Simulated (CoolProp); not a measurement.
1,2-dichloroethane along the isobar 3180 kPa: fugacity coefficient from the reference equation and from simpler models built on Tc = 288.4 °C, pc = 5226 kPa, ω = 0.269; each cubic takes its own stable root.

Values from CoolProp's reference Helmholtz-energy equation of state, Thol 2015.

| T (°C) | phase | reference | Redlich-Kwong | Soave-Redlich-Kwong |
|---|---|---|---|---|
| 136.15 | liquid | 0.1299 | 0.1958 | … |
| 147.45 | liquid | … | … | … |
| 158.85 | liquid | 0.2038 | 0.2839 | … |
| 170.15 | liquid | 0.2491 | … | 0.2566 |
| 181.55 | liquid | … | 0.3900 | 0.3103 |
| 192.85 | liquid | 0.3577 | 0.4489 | 0.3695 |
| 204.15 | liquid | 0.4205 | 0.5113 | 0.4345 |
| 215.55 | liquid | … | 0.5771 | 0.5053 |
| 226.85 | liquid | 0.5627 | 0.6445 | 0.5800 |

Question: What belongs in the gaps?

Answer: 
- 136.15, Soave-Redlich-Kwong: 0.1327
- 147.45, reference: 0.1639
- 147.45, Redlich-Kwong: 0.2373
- 147.45, Soave-Redlich-Kwong: 0.1680
- 158.85, Soave-Redlich-Kwong: 0.2095
- 170.15, Redlich-Kwong: 0.3346
- 181.55, reference: 0.3007
- 215.55, reference: 0.4893
